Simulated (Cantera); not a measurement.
Feed: 1 mol Si, 0.2 mol O₂, 1.9 mol H₂, equilibrated at 1.70 mbar.

Cantera equilibrium calculation (NASA polynomials, part measured and part estimated; ideal gas, pure solids and liquids). Candidate condensed phases: H₂O, Si, SiO₂; 18 gas species. Gases not in the tables: Si₂H₆ and higher silanes. The numbers say what is thermodynamically allowed, not how fast it happens.

x: gas mole fraction; n: condensed amount in mol.

| T (K) | x H₂ | x SiO | x H | x Si | x SiH | x Si₂ | x SiH₂ | n Si(s) | n Si(l) |
|---|---|---|---|---|---|---|---|---|---|
| 1475 | 0.826 | 0.174 | 0.000286 | 3.38e-6 | 4.52e-7 | 3.61e-9 | … | 0.600 | 0 |
| 1550 | 0.825 | 0.174 | 0.000694 | 1.95e-5 | 1.92e-6 | 3.53e-8 | … | 0.600 | 0 |
| 1625 | 0.825 | 0.174 | 0.00155 | 9.58e-5 | 7.15e-6 | 2.78e-7 | … | 0.600 | 0 |
| 1700 | 0.823 | 0.174 | 0.00324 | 0.000399 | 2.31e-5 | 1.75e-6 | … | 0 | 0.599 |
| 1775 | 0.819 | 0.173 | 0.00635 | 0.00129 | 5.91e-5 | 7.23e-6 | … | 0 | 0.597 |
| 1850 | 0.812 | 0.172 | 0.0118 | 0.00379 | 0.000140 | 2.65e-5 | … | 0 | 0.591 |
| 1925 | 0.798 | 0.170 | 0.0207 | 0.0102 | 0.000307 | 8.79e-5 | … | 0 | 0.575 |
| 2000 | 0.772 | 0.166 | 0.0347 | 0.0256 | 0.000630 | 0.000266 | … | 0 | 0.535 |

Q: Some entries are withheld; supply them.

A: 
- 1475, x SiH₂: 8.92e-7
- 1550, x SiH₂: 2.31e-6
- 1625, x SiH₂: 5.45e-6
- 1700, x SiH₂: 1.17e-5
- 1775, x SiH₂: 2.05e-5
- 1850, x SiH₂: 3.42e-5
- 1925, x SiH₂: 5.44e-5
- 2000, x SiH₂: 8.20e-5
